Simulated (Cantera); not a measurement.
Cantera run, input and output.

```python
import numpy as np
import cantera as ct

gas = ct.Solution("gri30.yaml")
gas.TPX = 1825, 660000, {'CH4': 1, 'CO2': 0.92, 'H2': 0.27}
reactor = ct.IdealGasConstPressureReactor(gas, energy="off", clone=False)
net = ct.ReactorNet([reactor])
net.rtol, net.atol = 1e-08, 1e-18
show = ['CH4', 'CO2', 'H2', 'C2H2', 'H2O', 'C2H', 'C2H4']
times = np.geomspace(0.0003, 2, 9)

steps = ct.SolutionArray(gas, extra=["t"])
rows = []
print(f"{'t/s':>10s}{'T/K':>9s}{'P/Pa':>11s}" + "".join(f"{s:>11s}" for s in show))
for t in times:
    while net.time < t:
        t_next = net.step()
        steps.append(gas.state, t=t_next)
    rows.append([np.interp(t, steps.t, y) for y in (steps.T, steps.P, *steps(*show).X.T)])
    print(f"{t:10.3e}{rows[-1][0]:9.1f}{rows[-1][1]:11.4g}" + "".join(f"{x:11.3e}" for x in rows[-1][2:]))
rate = np.gradient(steps.T, steps.t)
print("integrator steps:", len(steps.t))
if steps.T.max() > steps.T[0] + 200:
    print(f"time of steepest temperature rise: {steps.t[rate.argmax()]:.4e} s")
gas.TPX = 1825, 660000, {'CH4': 1, 'CO2': 0.92, 'H2': 0.27}
gas.equilibrate("TP")
print(f"equilibrium (TP): T = {gas.T:.1f} K  " + "  ".join(f"{s} {gas[s].X[0]:.3e}" for s in show))
```

Result:

```
       t/s      T/K       P/Pa        CH4        CO2         H2       C2H2        H2O        C2H       C2H4
 3.000e-04   1825.0    6.6e+05  2.876e-01  3.436e-01  2.449e-01  4.542e-02  3.048e-02  1.239e-07  1.220e-02
 9.018e-04   1825.0    6.6e+05  1.668e-01  2.422e-01  3.005e-01  9.077e-02  9.239e-02  2.448e-07  6.893e-03
 2.711e-03   1825.0    6.6e+05  7.101e-02  1.074e-01  2.959e-01  1.201e-01  1.884e-01  3.539e-07  5.276e-03
 8.149e-03   1825.0    6.6e+05  3.472e-02  4.799e-02  3.169e-01  1.144e-01  2.005e-01  3.467e-07  4.819e-03
 2.449e-02   1825.0    6.6e+05  2.887e-02  3.353e-02  3.739e-01  8.325e-02  1.467e-01  2.312e-07  4.079e-03
 7.363e-02   1825.0    6.6e+05  2.381e-02  1.931e-02  4.370e-01  4.880e-02  8.579e-02  1.242e-07  2.776e-03
 2.213e-01   1825.0    6.6e+05  1.785e-02  8.727e-03  4.873e-01  2.396e-02  3.941e-02  5.758e-08  1.514e-03
 6.653e-01   1825.0    6.6e+05  1.270e-02  2.946e-03  5.171e-01  1.111e-02  1.349e-02  2.589e-08  7.433e-04
 2.000e+00   1825.0    6.6e+05  9.660e-03  5.633e-04  5.305e-01  6.163e-03  2.599e-03  1.418e-08  4.227e-04
integrator steps: 1702
equilibrium (TP): T = 1825.0 K  CH4 8.813e-03  CO2 1.288e-05  H2 5.338e-01  C2H2 5.078e-03  H2O 5.959e-05  C2H 1.165e-08  C2H4 3.503e-04
```

Model: GRI-Mech 3.0 (53 species, 325 reactions), integrated in Cantera.
